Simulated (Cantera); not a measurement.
## Equilibrium for boron, boron nitride and boron oxide: B₂H₆ + N₂

Input: 1 mol B₂H₆, 25 mol N₂, at 1200 K and 140 Pa.

Method: chemical equilibrium by Gibbs-energy minimisation in Cantera with the NASA 1993 tables (ideal gas, pure condensed phases). Candidate condensed phases: B, BN; 15 gas species. The feed counts by its element totals alone. N₂ is the only nitrogen source here; it is nearly inert below about 1500 K, so the nitride shown seldom forms there in practice. Equilibrium is a limit: real reactors are often held back by kinetics, nucleation or transport.

The x(N₂) comes out as 0.889 and the x(H₂) comes out as 0.111. The x(H) comes out as 1.76e-6, the n(BN(s)) is 2.00 mol and the gas amount comes out as 27.00 mol. The log10 activity of B(s) (absent) is -4.86.
